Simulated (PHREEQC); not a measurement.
Consider water at 25 °C with 0.28 mol/kgw HCl, 0.00092 mol/kgw MnSO4 and 0.13 mol/kgw KOH. Closed to the air; pH follows from the charge balance.

Model: ion-association model, phreeqc.dat, run in PHREEQC.

| Item | Result |
|---|---|
| pH | 0.93 |
| ionic strength | 0.282 mol/kgw |
| activity of water | 0.990 |
| specific conductance | 63400 µS/cm |
| density | 1.006 g/cm³ |
| total alkalinity | -150 meq/kg |

```json
[
 {"species": "Cl-", "molality": "0.280", "activity": "0.193", "log γ": "-0.161"},
 {"species": "H+", "molality": "0.149", "activity": "0.117", "log γ": "-0.105"},
 {"species": "K+", "molality": "0.130", "activity": "0.0891", "log γ": "-0.164"},
 {"species": "HSO4-", "molality": "0.000703", "activity": "0.000517", "log γ": "-0.134"},
 {"species": "Mn+2", "molality": "0.000683", "activity": "0.000202", "log γ": "-0.529"},
 {"species": "MnCl+", "molality": "0.000222", "activity": "0.000159", "log γ": "-0.145"},
 {"species": "SO4-2", "molality": "0.000176", "activity": "4.54e-5", "log γ": "-0.590"},
 {"species": "KSO4-", "molality": "3.92e-5", "activity": "2.84e-5", "log γ": "-0.139"},
 {"species": "MnCl2", "molality": "1.26e-5", "activity": "1.34e-5", "log γ": "0.028"},
 {"species": "MnSO4", "molality": "1.53e-6", "activity": "1.63e-6", "log γ": "0.028"},
 {"species": "MnCl3-", "molality": "9.94e-7", "activity": "7.12e-7", "log γ": "-0.145"}
]
```

Precipitation was switched off in this run.
